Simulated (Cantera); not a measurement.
# Ignition delay

Mixture: H2 : O2 : N2 = 1 : 0.263 : 1.05 (molar parts), at 9.20 bar, adiabatic and at constant volume. Ignition delay is the time to a rise of 400 K.

Detailed kinetics in Cantera: GRI-Mech 3.0 (53 species, 325 reactions). The hydrogen kinetics of GRI-Mech 3.0 are dated; newer H2 mechanisms differ, most at raised pressure. Below about 950 K walls govern HO2 and H2O2 in real vessels.

| T0 (K) | delay (ms) |
|---|---|
| 898 | 85.9 |
| 973 | 12.5 |
| 1048 | 2.20 |
| 1123 | 0.400 |
| 1198 | 0.0536 |
| 1273 | 0.00792 |
| 1348 | 0.00368 |
| 1423 | 0.00234 |
| 1498 | 0.00167 |

```
Property                                                Value
--------------------------------------------------  ---------
apparent activation energy between 1348 and 1498 K  88 kJ/mol
```
